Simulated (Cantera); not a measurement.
# Catalytic combustion on Pt

An isothermal plug-flow reactor at 650 K and 518 Torr (inlet), inlet velocity 2 m/s, active area per volume 3900 1/m; feed CO : O₂ : N₂ : H₂O = 0.002 : 0.012 : 0.79 : 0.056 (molar parts), equivalence ratio 0.083.

Computed with Cantera and Deutschmann's 1995 Pt surface mechanism with GRI-Mech 3.0 gas chemistry. Catalytic surfaces can have several steady states; this one follows from the mechanism file's or the stated starting coverage. Mass transfer to the wall is taken as infinitely fast.

| z (m) | x CO | x O₂ | x H₂O | x CO₂ | θ free Pt | θ O* | θ OH* | θ CO* |
|---|---|---|---|---|---|---|---|---|
| 4.3e-05 | 0.00225 | 0.0139 | 0.0651 | 7.62e-5 | 0.0611 | 0.0130 | 0.00168 | 0.924 |
| 9.2e-05 | 0.00216 | 0.0139 | 0.0651 | 0.000168 | 0.0630 | 0.0138 | 0.00176 | 0.921 |
| 0.0002 | 0.00193 | 0.0138 | 0.0651 | 0.000392 | 0.0686 | 0.0164 | 0.00200 | 0.913 |
| 0.00043 | 0.00120 | 0.0134 | 0.0652 | 0.00113 | 0.110 | 0.0440 | 0.00415 | 0.842 |
| 0.00092 | 0.000671 | 0.0131 | 0.0652 | 0.00166 | 0.0196 | 0.971 | 0.00825 | 0.00101 |
| 0.002 | 0.000563 | 0.0131 | 0.0652 | 0.00176 | 0.0151 | 0.977 | 0.00725 | 0.000498 |
| 0.0043 | 0.000441 | 0.0130 | 0.0652 | 0.00189 | 0.0125 | 0.981 | 0.00662 | 0.000269 |
x: gas mole fraction; θ: surface coverage.
